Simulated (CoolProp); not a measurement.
Vapour pressure (MPa) of ethylbenzene: the reference equation beside estimates from Tc = 617.1 K, pc = 3.622 MPa, ω = 0.304.

Computed with CoolProp (reference Helmholtz-energy equation of state, Zhou 2012).

| T (K) | reference | Soave-Redlich-Kwong | Peng-Robinson |
|---|---|---|---|
| 371.6 | ? | 0.03209 | 0.03286 |
| 383.5 | 0.04792 | 0.04740 | ? |
| 395.5 | ? | ? | 0.06906 |
| 407.5 | 0.09648 | 0.09603 | 0.09657 |
| 419.5 | 0.1322 | ? | 0.1321 |
| 431.5 | 0.1774 | ? | 0.1772 |
| 443.5 | 0.2338 | ? | 0.2336 |
| 455.5 | ? | 0.3053 | 0.3028 |
| 467.4 | 0.3861 | 0.3902 | 0.3862 |

Problem. Complete the blanks.

Solution. 
- 371.6, reference: 0.03254
- 383.5, Peng-Robinson: 0.04820
- 395.5, reference: 0.06886
- 395.5, Soave-Redlich-Kwong: 0.06832
- 419.5, Soave-Redlich-Kwong: 0.1320
- 431.5, Soave-Redlich-Kwong: 0.1777
- 443.5, Soave-Redlich-Kwong: 0.2349
- 455.5, reference: 0.3030

Absolute difference from the reference over all 9 rows, mean and median: Soave-Redlich-Kwong 0.7 and 0.8 %, Peng-Robinson 0.3 and 0.1 %.
